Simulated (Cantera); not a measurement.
A closed system holds: 1 mol Si, 0.29 mol O2, 1.4 mol H2, at 2075 K and 58.0 Pa.

These are equilibrium values from Cantera (NASA tables, ideal gas, pure condensed phases), not measurements of a reactor. Candidate condensed phases: H2O, Si, SiO2; 18 gas species. Gases not in the tables: Si2H6 and higher silanes. Kinetics and transport are ignored.

Base state: H2 0.521, SiO 0.233, Si 0.162, H 0.0799, Si2 0.00185, SiH 0.00161, Si3 0.000353, SiH2 7.71e-5 (mole fractions); condensed: gas only.

Q: What changes in the equilibrium state with this change: H2 from 1.4 to 16 mol?

A: 
```json
[
 {"species": "H2", "before": "0.521", "after": "0.843"},
 {"species": "H", "before": "0.0799", "after": "0.102"},
 {"species": "SiO", "before": "0.233", "after": "0.0324"},
 {"species": "Si", "before": "0.162", "after": "0.0231"},
 {"species": "Si3", "before": "0.000353", "after": "1.01e-6"},
 {"species": "Si2", "before": "0.00185", "after": "3.74e-5"},
 {"species": "SiH", "before": "0.00161", "after": "0.000292"},
 {"species": "SiH2", "before": "7.71e-5", "after": "1.77e-5"}
]
```
